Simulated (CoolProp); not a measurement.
Vapour-liquid equilibrium of isobutene (1) + acetone (2) at 0.0451 MPa; x and y are mole fractions of (1).

Model: multi-fluid Helmholtz-energy mixture model, Lemmon 2005 and Lemmon 2006; pair parameters Bell 2016, in CoolProp.

```csv
x,"bubble temperature, mixture model (K)","bubble temperature, Raoult's law (K)","y, mixture model","y, Raoult's law"
0.05,286.8,298.5,0.605,0.342
0.125,270.0,288.2,0.841,0.618
0.2,261.7,280.4,0.906,0.760
0.275,257.2,274.3,0.932,0.841
0.35,254.6,269.4,0.945,0.891
0.425,253.1,265.3,0.952,0.923
0.5,252.2,261.8,0.956,0.945
0.575,251.5,258.8,0.959,0.961
0.65,251.0,256.2,0.962,0.973
0.725,250.4,253.9,0.965,0.981
0.8,249.8,251.8,0.970,0.988
0.875,248.9,249.9,0.977,0.993
0.95,247.9,248.2,0.989,0.998
```

The largest gap from Raoult's law is -18.7 K in bubble temperature, at x = 0.2. No azeotrope shows between x = 0.05 and 0.95.

The pair parameters rest on a limited set of measurements; away from them the model extrapolates. With so large a gap from Raoult's law the liquid may split in two, which this calculation doesn't test in full.
